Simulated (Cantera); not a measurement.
Feed: 1 mol Ti(OiPr)4, 3.9 mol CH4, held at 1400 °C and 1.00 Torr.

Method: chemical equilibrium by Gibbs-energy minimisation in Cantera with the NASA 1993 tables (ideal gas, pure condensed phases). Candidate condensed phases: C, C6H6, C7H8, C8H18, H2O, Ti, TiC, TiO, TiO2, Ti2O3, Ti3O5, Ti4O7; 113 gas species. The feed counts by its element totals alone. TiC: taken at fixed stoichiometry. The numbers say what is thermodynamically allowed, not how fast it happens.

Base state: H2 0.842, CO 0.155, H 0.00287, C2H2 (acetylene) 4.81e-5 (mole fractions); condensed: C(graphite) + TiC(s).

What changes in the equilibrium state with this change: temperature from 1400 °C to 1352 °C?


```
species            before    after
----------------  -------  -------
H2                  0.842    0.843
CO                  0.155    0.155
H                 0.00287  0.00177
C2H2 (acetylene)  4.81e-5  3.00e-5
C(graphite), mol     10.9     10.9
TiC(s), mol          1.00     1.00
```

What changes in the equilibrium state with this change: temperature from 1400 °C to 975 °C?


```tsv
species	before	after
H2	0.842	0.845
CO	0.155	0.155
H	0.00287	1.18e-5
C2H2 (acetylene)	4.81e-5	2.06e-7
CH4	1.15e-6	1.06e-5
C(graphite), mol	10.9	10.9
TiC(s), mol	1.00	1.00
```
